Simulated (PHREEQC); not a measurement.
1 kg of water holding 0.0036 mol NaCl and 0.25 mol CaCl2 is evaporated at 25 °C; the solids stay in contact with the brine. The system is closed to CO2. Solids allowed: Halite, Portlandite. Others were left out.

Equilibrium calculation in PHREEQC: Pitzer model, pitzer.dat.

```json
[
 {"water left (kg)": "1", "ionic strength": "0.754", "water activity": "0.988", "Ca in solution (mol/kgw)": "0.250", "Cl in solution (mol/kgw)": "0.504", "Na in solution (mol/kgw)": "0.00360"},
 {"water left (kg)": "0.8219", "ionic strength": "0.917", "water activity": "0.986", "Ca in solution (mol/kgw)": "0.304", "Cl in solution (mol/kgw)": "0.613", "Na in solution (mol/kgw)": "0.00438"},
 {"water left (kg)": "0.5552", "ionic strength": "1.36", "water activity": "?", "Ca in solution (mol/kgw)": "0.450", "Cl in solution (mol/kgw)": "0.907", "Na in solution (mol/kgw)": "0.00648"},
 {"water left (kg)": "0.4563", "ionic strength": "1.65", "water activity": "0.973", "Ca in solution (mol/kgw)": "0.548", "Cl in solution (mol/kgw)": "1.10", "Na in solution (mol/kgw)": "0.00789"},
 {"water left (kg)": "0.375", "ionic strength": "2.01", "water activity": "?", "Ca in solution (mol/kgw)": "0.667", "Cl in solution (mol/kgw)": "1.34", "Na in solution (mol/kgw)": "0.00960"},
 {"water left (kg)": "0.2533", "ionic strength": "2.97", "water activity": "0.945", "Ca in solution (mol/kgw)": "0.987", "Cl in solution (mol/kgw)": "1.99", "Na in solution (mol/kgw)": "0.0142"},
 {"water left (kg)": "0.2082", "ionic strength": "3.62", "water activity": "0.930", "Ca in solution (mol/kgw)": "1.20", "Cl in solution (mol/kgw)": "2.42", "Na in solution (mol/kgw)": "0.0173"},
 {"water left (kg)": "0.1711", "ionic strength": "4.40", "water activity": "0.909", "Ca in solution (mol/kgw)": "1.46", "Cl in solution (mol/kgw)": "2.94", "Na in solution (mol/kgw)": "0.0210"},
 {"water left (kg)": "0.1156", "ionic strength": "6.52", "water activity": "0.843", "Ca in solution (mol/kgw)": "2.16", "Cl in solution (mol/kgw)": "4.36", "Na in solution (mol/kgw)": "0.0311"},
 {"water left (kg)": "0.09502", "ionic strength": "7.93", "water activity": "?", "Ca in solution (mol/kgw)": "2.63", "Cl in solution (mol/kgw)": "5.30", "Na in solution (mol/kgw)": "0.0379"},
 {"water left (kg)": "0.07809", "ionic strength": "9.65", "water activity": "0.723", "Ca in solution (mol/kgw)": "3.20", "Cl in solution (mol/kgw)": "6.45", "Na in solution (mol/kgw)": "0.0461"},
 {"water left (kg)": "0.05275", "ionic strength": "14.3", "water activity": "0.527", "Ca in solution (mol/kgw)": "4.74", "Cl in solution (mol/kgw)": "9.55", "Na in solution (mol/kgw)": "0.0682"},
 {"water left (kg)": "0.04335", "ionic strength": "17.4", "water activity": "0.402", "Ca in solution (mol/kgw)": "5.77", "Cl in solution (mol/kgw)": "11.6", "Na in solution (mol/kgw)": "0.0830"}
]
```

### Question
Fill in the missing entries.

### Answer

- 0.5552, water activity: 0.978
- 0.375, water activity: 0.966
- 0.09502, water activity: 0.791
